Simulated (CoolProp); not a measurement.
Vapour-liquid equilibrium of methane (1) + ethylene (2) at 150 K; x and y are mole fractions of (1).

Model: multi-fluid Helmholtz-energy mixture model, Setzmann 1991 and Smukala 2000; pair parameters Bell 2016, in CoolProp.

| x | bubble pressure (MPa) | y at the bubble point | dew pressure at overall composition x (MPa) | liquid density (mol/L) |
|---|---|---|---|---|
| 0.05 | 0.09679 | 0.724 | 0.02881 | 21.32 |
| 0.2 | 0.2888 | 0.915 | 0.03416 | 21.70 |
| 0.35 | 0.4520 | 0.951 | 0.04195 | 22.03 |
| 0.5 | 0.5899 | 0.967 | 0.05432 | 22.31 |
| 0.65 | 0.7131 | 0.977 | 0.07698 | 22.50 |
| 0.8 | 0.8372 | 0.986 | 0.1319 | 22.57 |
| 0.95 | 0.9822 | 0.996 | 0.4456 | 22.43 |

No azeotrope shows between x = 0.05 and 0.95.

Pair parameters are fitted to limited data, so mixtures are less certain than the pure fluids. The gap from Raoult's law changes sign with composition, which may be real or a fault of the pair parameters; it wasn't checked against measurements.
